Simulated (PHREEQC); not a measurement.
Reverse-osmosis permeate (model solution)

Model water analysis in mg/kgw, 46 °C, pH 5.88, pe 9.5:

```
constituent               mg/kgw
-----------------------  -------
Na                          2.87
K                          0.687
Ca                         0.837
Mg                         0.859
Cl                          1.53
S(6) as SO4                 1.52
Alkalinity as HCO3          10.9
Li                         0.035
Pb                         0.714
O(0) (dissolved oxygen)  0.00202
Sr                       0.00415
```

Valence states are taken as typed.

Computed with PHREEQC (ion-association model, phreeqc.dat).

No solid was allowed to form.

**Question.** What charge-balance error does the model give?

**Answer.** charge-balance error 2.6 %.

**Question.** In which forms is Pb present?

**Answer.** Pb+2 78 %, PbCO3 11 %, PbHCO3+ 10 %, PbOH+ 1.1 %, PbSO4 0.6 % of the Pb.

Constants without temperature data keep their 25 °C values here.
